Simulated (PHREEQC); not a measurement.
PHREEQC input (Pitzer model, pitzer.dat):

```
SOLUTION 1
  temp 25
  units mol/kgw
  pH 7 charge
  Cl 0.14
  Na 1.0176
  S(6) 0.0088
  C(4) 0.43
END
USE solution 1
INCREMENTAL_REACTIONS false
REACTION 1
  H2O -1
  0 9.886 18.011 24.689 30.178 34.689 38.397 41.444
  43.949 46.007 47.699 49.089 50.232 51.172 51.944 52.578 moles
EQUILIBRIUM_PHASES 1
  Burkeite 0 0
  Halite 0 0
  Mirabilite 0 0
  Nahcolite 0 0
  Natron 0 0
  Thenardite 0 0
  Trona 0 0
  CO2(g) -3.4 10
SELECTED_OUTPUT 1
  -reset false
  -pH true
  -pe true
  -ionic_strength true
  -water true
  -activities H2O
  -totals C Cl Na S
  -molalities H+ Na+ Cl- CO3-2 SO4-2 OH- HCO3- CO2 HSO4-
  -equilibrium_phases Burkeite Halite Mirabilite Nahcolite Natron Thenardite Trona
PRINT
  -reset false
END
```

Selected output (columns that matter, 16 of 16 rows; water left (kg) added in front):

```
water left (kg)	pH	mu	C	Cl	Na	S	m_H+	m_Na+	m_Cl-	m_CO3-2	m_SO4-2	m_OH-	la_H2O	Trona
0.998899	10.033	1.3916	0.4967	0.14015	1.0187	0.0088097	2.035e-10	1.0187	0.14015	0.36409	0.0088097	0.00016976	-0.009953	0
0.820898	10.049	1.7005	0.59732	0.17054	1.2396	0.01072	2.0313e-10	1.2396	0.17054	0.45015	0.01072	0.00017511	-0.011897	0
0.674613	10.064	2.077	0.71907	0.20753	1.5084	0.013045	2.0261e-10	1.5084	0.20753	0.55557	0.013045	0.00017853	-0.014237	0
0.554387	10.077	2.536	0.86656	0.25253	1.8355	0.015873	2.0139e-10	1.8355	0.25253	0.68453	0.015873	0.00017963	-0.01708	0
0.455572	10.089	3.0951	1.0455	0.30731	2.2337	0.019316	1.9878e-10	2.2337	0.30731	0.8421	0.019316	0.0001781	-0.020573	0
0.374366	10.099	3.776	1.2627	0.37397	2.7182	0.023506	1.9395e-10	2.7182	0.37397	1.0343	0.023506	0.00017372	-0.024938	0
0.307617	10.107	4.6051	1.527	0.45511	3.308	0.028607	1.8603e-10	3.308	0.45511	1.2685	0.028607	0.0001664	-0.030501	0
0.252765	10.113	5.614	1.8489	0.55387	4.0259	0.034815	1.7415e-10	4.0259	0.55387	1.5533	0.034815	0.00015625	-0.037762	0
0.207667	10.116	6.8417	2.2419	0.67416	4.9001	0.042375	1.577e-10	4.9001	0.67416	1.8992	0.042375	0.00014358	-0.047495	0
0.170458	10.114	8.2505	2.6915	0.82132	5.9075	0.051626	1.3729e-10	5.9075	0.82132	2.2914	0.051626	0.00012973	-0.060232	0.0035401
0.137125	10.101	8.1321	2.5584	1.021	5.8879	0.064175	1.2849e-10	5.8879	1.021	2.1801	0.064175	0.0001306	-0.062298	0.070074
0.10976	10.083	7.9972	2.3951	1.2755	5.8741	0.080175	1.1815e-10	5.8741	1.2755	2.0429	0.080175	0.0001313	-0.06504	0.12429
0.0872824	10.058	7.8496	2.1951	1.604	5.8748	0.10082	1.0612e-10	5.8748	1.604	1.8739	0.10082	0.00013149	-0.068779	0.16828
0.0688297	10.023	7.7019	1.9512	2.034	5.9075	0.12785	9.2384e-11	5.9075	2.034	1.6665	0.12785	0.00013055	-0.074059	0.20366
0.0537202	9.9736	7.5854	1.6576	2.6061	6.0065	0.16381	7.716e-11	6.0065	2.6061	1.4151	0.16381	0.00012729	-0.081851	0.23164
0.0413739	9.9003	7.5695	1.313	3.3838	6.2395	0.21269	6.0959e-11	6.2395	3.3838	1.1173	0.21269	0.00011972	-0.094043	0.25315
```

Species that the database lacks are ignored.
